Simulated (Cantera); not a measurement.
An adiabatic, constant-volume homogeneous reactor starts with CO : H₂ : CH₄ : O₂ : N₂ = 1 : 0.37 : 0.06 : 1.12 : 4.2 (molar parts), equivalence ratio 0.72, at 1048 K and 240000 Pa.

Cantera simulation using GRI-Mech 3.0 (53 species, 325 reactions); the numbers are that mechanism's predictions, not measurements.

One state of this run: T (K) = 2741; P (bar) = 5.77; x CO = 0.0299; x H₂ = 0.00219; x CH₄ = <1e-12; x CH₃ = <1e-12; x OH = 0.0111; x H₂O₂ = 4.47e-7; x CH₂ = <1e-12. x: mole fraction; the columns are a selection and need not sum to one.

Which value of t (s) does it belong to?
A. 0.182
B. 0.000218
C. 1.48e-5
D. 5.67e-5

A, 0.182
